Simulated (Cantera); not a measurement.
A closed system holds: 1 mol TiCl₄, 3.7 mol O₂, held at 0.133 bar.

Cantera equilibrium calculation (NASA polynomials, part measured and part estimated; ideal gas, pure solids and liquids). Candidate condensed phases: Ti, TiCl₂, TiCl₃, TiCl₄, TiO, TiO₂, Ti₂O₃, Ti₃O₅, Ti₄O₇; 15 gas species. Rates play no part. All values below are at 2175 K.

Base state: Cl 0.562, O₂ 0.409, Cl₂ 0.0226, O 0.00403, ClO 0.00175, TiOCl₂ 0.000406, TiCl₄ 5.02e-5, TiO₂ 2.80e-5 (mole fractions); condensed: TiO₂(l).

What changes in the equilibrium state with this change: O₂ from 3.7 to 1 mol?


```json
[
 {"species": "Cl", "before": "0.562", "after": "0.908"},
 {"species": "Cl₂", "before": "0.0226", "after": "0.0589"},
 {"species": "O₂", "before": "0.409", "after": "0.0141"},
 {"species": "TiCl₄", "before": "5.02e-5", "after": "0.00989"},
 {"species": "TiCl₃", "before": "1.67e-5", "after": "0.00204"},
 {"species": "TiOCl₂", "before": "0.000406", "after": "0.00570"},
 {"species": "O", "before": "0.00403", "after": "0.000750"},
 {"species": "TiO₂(l), mol", "before": "0.997", "after": "0.935"}
]
```
